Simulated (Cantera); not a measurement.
An isothermal, constant-pressure homogeneous reactor starts with NO : N₂ = 1 : 9.3 (molar parts), at 2050 K and 100.0 Torr. Integrator tolerance rtol = 1e-08.

Model: GRI-Mech 3.0 (53 species, 325 reactions), integrated in Cantera.

### Question
What does this change do: 0.24 parts H2O added?

### Answer
```csv
quantity,before,after
x(NO) at 9.00 s,0.0160 (gas-phase equilibrium 0.00452),0.00991 (gas-phase equilibrium 0.00440)
x(O₂) at 9.00 s,0.0403 (gas-phase equilibrium 0.0460),0.0419 (gas-phase equilibrium 0.0447)
x(N₂) at 9.00 s,0.943 (gas-phase equilibrium 0.949),0.924 (gas-phase equilibrium 0.927)
x(O) at 9.00 s,0.000540 (gas-phase equilibrium 0.000575),0.000549 (gas-phase equilibrium 0.000566)
x(N₂O) at 9.00 s,1.92e-7 (gas-phase equilibrium 1.01e-7),1.22e-7 (gas-phase equilibrium 9.76e-8)
x(NO₂) at 9.00 s,4.06e-6 (gas-phase equilibrium 1.22e-6),2.56e-6 (gas-phase equilibrium 1.17e-6)
```
